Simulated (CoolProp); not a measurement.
Vapour-liquid equilibrium of C3F8 (R218) (1) + c-C4F8 (RC318) (2) at 34.55 °C; x and y are mole fractions of (1).

The numbers come from the multi-fluid Helmholtz-energy mixture model, Lemmon 2006 and Platzer 1990; pair parameters Bell 2016 in CoolProp. This equation is an older, rougher fit; its heat capacities, sound speeds and derivatives of the liquid may be far off and weren't checked against measurements.

```
x     bubble pressure (MPa)  y at the bubble point  dew pressure at overall composition x (MPa)  liquid density (mol/L)
----  ---------------------  ---------------------  -------------------------------------------  ----------------------
0.05                 0.4291                  0.070                                       0.4262                   7.302
0.15                 0.4574                  0.220                                       0.4428                   7.313
0.25                 0.4988                  0.373                                       0.4643                   7.310
0.35                 0.5529                  0.514                                       0.4916                   7.294
0.45                 0.6186                  0.636                                       0.5260                   7.264
0.55                 0.6943                  0.737                                       0.5701                   7.217
0.65                 0.7779                  0.818                                       0.6278                   7.153
0.75                 0.8677                  0.883                                       0.7063                   7.066
0.85                 0.9623                  0.936                                       0.8186                   6.954
0.95                  1.061                  0.980                                       0.9909                   6.809
```

No azeotrope shows between x = 0.05 and 0.95.

Pair parameters are fitted to limited data, so mixtures are less certain than the pure fluids.
